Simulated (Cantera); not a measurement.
Charge: 1 mol PH3, 1.8 mol H2, 3.1 mol O2, at 1798 K and 0.380 bar.

Method: chemical equilibrium by Gibbs-energy minimisation in Cantera with the NASA 1993 tables (ideal gas, pure condensed phases). Candidate condensed phases: H2O, P, P4O10; 17 gas species. Gases not in the tables: HPO2, HPO3 and P4O6. Rates play no part.

Base state: H2O 0.833, O2 0.0632, PO2 0.0519, P4O10 0.0502, OH 0.00185, H2 0.000284, O 4.87e-5, PO 1.00e-5 (mole fractions); condensed: gas only.

Q: What changes in the equilibrium state with this change: pressure from 0.380 bar to 4.20 bar?

A: 
```
species    before    after
-------  --------  -------
H2O         0.833    0.875
P4O10      0.0502   0.0650
O2         0.0632   0.0541
PO2        0.0519  0.00520
PO        1.00e-5  3.26e-7
O         4.87e-5  1.36e-5
H2       0.000284  9.70e-5
```

Q: What changes in the equilibrium state with this change: H2 from 1.8 to 5 mol?

A: 
| species | before | after |
|---|---|---|
| H2O | 0.833 | 0.594 |
| H2 | 0.000284 | 0.273 |
| PO2 | 0.0519 | 0.103 |
| O2 | 0.0632 | 3.48e-8 |
| P4O10 | 0.0502 | 4.34e-7 |
| PO | 1.00e-5 | 0.0268 |
| P2 | <1e-9 | 0.00169 |
| O | 4.87e-5 | 3.61e-8 |
| OH | 0.00185 | 4.27e-5 |
